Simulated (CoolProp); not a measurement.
A single-stage vapour-compression cycle with R410A: evaporating at 226.15 K (dew point), condensing at 287.15 K (bubble point), superheat 2 K, subcooling 5 K, compressor efficiency 0.8, no pressure losses. Each further row changes one setting.

Model: reference Helmholtz-energy equation of state, Lemmon 2003, in CoolProp. It is a pseudo-pure fit of the blend.

```tsv
case	cooling COP	pressure ratio	discharge temperature (K)	refrigerating effect (kJ/kg)	volumetric capacity (kJ/m³)
as stated	2.29	9.71	344.0	189	959
evaporating temperature 231.15 K	2.61	7.66	337.5	192	1220
condensing temperature 282.15 K	2.57	8.39	335.8	197	999
subcooling 10 K	2.39	9.71	344.0	197	999
superheat 12 K	2.27	9.71	356.5	197	949
compressor efficiency 0.7	2.01	9.71	355.8	189	959
```
